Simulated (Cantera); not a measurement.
# Adiabatic ignition

An adiabatic, constant-pressure homogeneous reactor starts with CH4 : H2 : O2 : N2 = 1 : 0.2 : 0.913 : 3.43 (molar parts), at 975 K and 5.00 bar.

Model: GRI-Mech 3.0 (53 species, 325 reactions), integrated in Cantera. Below about 1000 K GRI-Mech 3.0 lacks low-temperature oxidation paths.

```tsv
t (s)	T (K)	x CH4	x H2	x O2	x C2H6	x OH
7.00e-6	975	0.180	0.0361	0.165	<1e-12	<1e-12
1.51e-5	975	0.180	0.0361	0.165	<1e-12	<1e-12
3.25e-5	975	0.180	0.0361	0.165	<1e-12	<1e-12
7.00e-5	975	0.180	0.0361	0.165	<1e-12	<1e-12
0.000151	975	0.180	0.0361	0.165	<1e-12	<1e-12
0.000325	975	0.180	0.0361	0.165	2.73e-12	1.41e-12
0.000700	975	0.180	0.0361	0.165	1.26e-11	2.44e-12
0.00151	975	0.180	0.0361	0.165	8.08e-11	6.40e-12
0.00325	975	0.180	0.0361	0.165	1.27e-9	3.02e-11
0.00700	975	0.180	0.0361	0.165	1.26e-7	5.28e-10
0.0151	980	0.180	0.0358	0.164	3.47e-5	1.22e-8
0.0325	1995	0.00508	0.176	7.21e-9	1.57e-6	2.45e-5
0.0700	1955	0.000930	0.219	2.13e-9	3.70e-8	1.17e-5
0.151	1949	2.34e-5	0.222	1.84e-9	2.40e-11	1.07e-5
0.325	1949	2.30e-8	0.222	1.85e-9	<1e-12	1.07e-5
0.700	1949	2.08e-8	0.222	1.85e-9	<1e-12	1.07e-5
```
x: mole fraction; the columns are a selection and need not sum to one.

```
Quantity                                                             Value
---------------------------------  ---------------------------------------
time of steepest temperature rise                                  29.6 ms
temperature at 0.700 s                                              1949 K
equilibrium temperature                                             1949 K
x(CH4) at 0.700 s                  2.08e-8 (gas-phase equilibrium 2.36e-8)
x(H2) at 0.700 s                       0.222 (gas-phase equilibrium 0.222)
x(O2) at 0.700 s                   1.85e-9 (gas-phase equilibrium 1.85e-9)
```
